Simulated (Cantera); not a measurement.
Feed: 1 mol SiO2, 4.5 mol BCl3, 1.1 mol O2, equilibrated at 0.330 Torr.

Cantera equilibrium calculation (NASA polynomials, part measured and part estimated; ideal gas, pure solids and liquids). Candidate condensed phases: B, B2O3, Si, SiO2; 27 gas species. Mutual solubility and eutectic melting of coexisting phases are not modelled. The tables hold silica as quartz up to 1696 K and as liquid above; real silica turns to tridymite and cristobalite and melts near 1996 K. Condensed phases not in the tables: borates and borosilicate glass, alloys, solid solutions and most ternary compounds. Kinetics and transport are ignored.

Problem. What share of the Si ends up in condensed phases as a function of T (K), at 875, 900, 925, 950, 975, 1000, 1025, 1050, 1075, 1100, 1125, 1150?

Solution. 
```tsv
T (K)	Si condensed (%)	as
875	32.9	SiO2(β-quartz)
900	40.3	SiO2(β-quartz)
925	46.9	SiO2(β-quartz)
950	52.6	SiO2(β-quartz)
975	57.7	SiO2(β-quartz)
1000	62.0	SiO2(β-quartz)
1025	65.9	SiO2(β-quartz)
1050	69.2	SiO2(β-quartz)
1075	72.1	SiO2(β-quartz)
1100	74.7	SiO2(β-quartz)
1125	76.9	SiO2(β-quartz)
1150	78.9	SiO2(β-quartz)
```
